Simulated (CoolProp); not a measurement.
Vapour-liquid equilibrium of R22 (1) + C3F8 (R218) (2) at 0.0233 MPa; x and y are mole fractions of (1).

Model: multi-fluid Helmholtz-energy mixture model, Kamei 1995 and Lemmon 2006; pair parameters Bell 2016, in CoolProp.

Give the bubble temperature and the first vapour's composition at x = 0.05, 0.25, 0.85. Is there an azeotrope?

x = 0.05: 205.4 K, y = 0.205; x = 0.25: 200.2 K, y = 0.516; x = 0.85: 199.8 K, y = 0.638. y crosses x between x = 0.55 and 0.65: the model has an azeotrope there.

The pair parameters rest on a limited set of measurements; away from them the model extrapolates.
